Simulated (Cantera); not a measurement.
Input: 1 mol Ti(OiPr)4, 9.5 mol H2O, 35 mol H2, equilibrated at 1698 K.

Points: P (Pa) = 10, 32, 100, 320, 1000, 3200, 10000, 32000, 100000.

Cantera's Mixture.equilibrate('TP', solver="vcs", rtol=1e-11, max_steps=5000) on the NASA tables stopped like this:

```
*******************************************************************************
CanteraError thrown by VCS_SOLVE::solve_tp_inner:
vcs_solve_TP: ERROR on step change wt[115:TiO2(ru)]: -1.3877787807814457e-17 < 0.0
*******************************************************************************
```

**Question.** What got this run through?

**Answer.** One answer among several that fit: The failure is numerical, not chemical. The same input converged with solver="gibbs", rtol=1e-10, max_steps=50000, and the result passed a check of the equilibrium conditions:
```
log10 of partial pressures in bar; condensed amounts in mol
      P/Pa        H2        CO         H       H2O       CH4    TiC(s)    TiO(b)  Ti2O3(b)
        10    -4.087    -4.772    -5.884    -8.453   -14.850         0  0.003736    0.4974
        32    -3.579    -4.265    -5.630    -7.945   -13.327         0  0.004832    0.4974
       100    -3.083    -3.770    -5.381    -7.449   -11.839         0  0.005174    0.4973
       320    -2.577    -3.264    -5.128    -6.922   -10.343  0.001111         0    0.4994
      1000    -2.082    -2.769    -4.881    -6.228    -9.055  0.001763         0    0.4991
      3200    -1.576    -2.264    -4.628    -5.521    -7.741  0.002799         0    0.4986
     1e+04    -1.081    -1.769    -4.380    -4.828    -6.454  0.004337         0    0.4978
   3.2e+04    -0.576    -1.264    -4.128    -4.121    -5.141  0.006406         0    0.4968
     1e+05    -0.081    -0.770    -3.880    -3.428    -3.854   0.00708         0    0.4965
```

The gas is ideal and each condensed phase is pure. The feed counts by its element totals alone. Mutual solubility and eutectic melting of coexisting phases are not modelled. TiC, TiO: taken at fixed stoichiometry. Condensed phases not in the tables: solid solutions among these carbides, nitrides and lower oxides.
